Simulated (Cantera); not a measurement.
Cantera run, input and output.

```python
import numpy as np
import cantera as ct

gas = ct.Solution("h2o2.yaml")
gas.TPX = 1125, 2666, {'H2': 0.1, 'O2': 1}
reactor = ct.IdealGasConstPressureReactor(gas, energy="off", clone=False)
net = ct.ReactorNet([reactor])
net.rtol, net.atol = 1e-08, 1e-18
show = ['H2', 'O2', 'O', 'OH', 'H2O', 'HO2']
times = np.geomspace(2e-06, 2, 11)

steps = ct.SolutionArray(gas, extra=["t"])
rows = []
print(f"{'t/s':>10s}{'T/K':>9s}{'P/Pa':>11s}" + "".join(f"{s:>11s}" for s in show))
for t in times:
    while net.time < t:
        t_next = net.step()
        steps.append(gas.state, t=t_next)
    rows.append([np.interp(t, steps.t, y) for y in (steps.T, steps.P, *steps(*show).X.T)])
    print(f"{t:10.3e}{rows[-1][0]:9.1f}{rows[-1][1]:11.4g}" + "".join(f"{x:11.3e}" for x in rows[-1][2:]))
rate = np.gradient(steps.T, steps.t)
print("integrator steps:", len(steps.t))
if steps.T.max() > steps.T[0] + 200:
    print(f"time of steepest temperature rise: {steps.t[rate.argmax()]:.4e} s")
gas.TPX = 1125, 2666, {'H2': 0.1, 'O2': 1}
gas.equilibrate("TP")
print(f"equilibrium (TP): T = {gas.T:.1f} K  " + "  ".join(f"{s} {gas[s].X[0]:.3e}" for s in show))
```

It prints:

```
       t/s      T/K       P/Pa         H2         O2          O         OH        H2O        HO2
 2.000e-06   1125.0       2666  9.091e-02  9.091e-01  1.970e-12  1.933e-12  6.418e-14  6.677e-11
 7.962e-06   1125.0       2666  9.091e-02  9.091e-01  2.897e-11  2.698e-11  3.653e-12  2.660e-10
 3.170e-05   1125.0       2666  9.091e-02  9.091e-01  3.772e-10  2.954e-10  1.708e-10  1.062e-09
 1.262e-04   1125.0       2666  9.091e-02  9.091e-01  5.719e-09  3.427e-09  7.154e-09  4.284e-09
 5.024e-04   1125.0       2666  9.090e-02  9.091e-01  1.942e-06  1.096e-06  3.590e-06  4.674e-08
 2.000e-03   1125.0       2666  3.123e-03  8.592e-01  3.672e-02  4.669e-03  7.639e-02  1.356e-05
 7.962e-03   1125.0       2666  7.681e-04  8.917e-01  1.126e-02  2.314e-03  9.103e-02  1.094e-05
 3.170e-02   1125.0       2666  6.477e-05  9.035e-01  9.582e-04  6.587e-04  9.474e-02  3.783e-06
 1.262e-01   1125.0       2666  4.415e-06  9.046e-01  6.949e-05  1.785e-04  9.514e-02  5.783e-07
 5.024e-01   1125.0       2666  4.677e-07  9.047e-01  7.895e-06  6.035e-05  9.521e-02  8.490e-08
 2.000e+00   1125.0       2666  7.377e-08  9.047e-01  1.304e-06  2.451e-05  9.523e-02  1.626e-08
integrator steps: 1673
equilibrium (TP): T = 1125.0 K  H2 1.488e-09  O2 9.048e-01  O 2.706e-08  OH 3.524e-06  H2O 9.524e-02  HO2 6.497e-09
```

Detailed kinetics in Cantera: the H2/O2 subset of GRI-Mech 3.0, which has no nitrogen chemistry. Radical loss at walls, strong at low pressure, is not modelled. The temperature is held fixed by assumption; the heat of reaction is taken as removed at once.
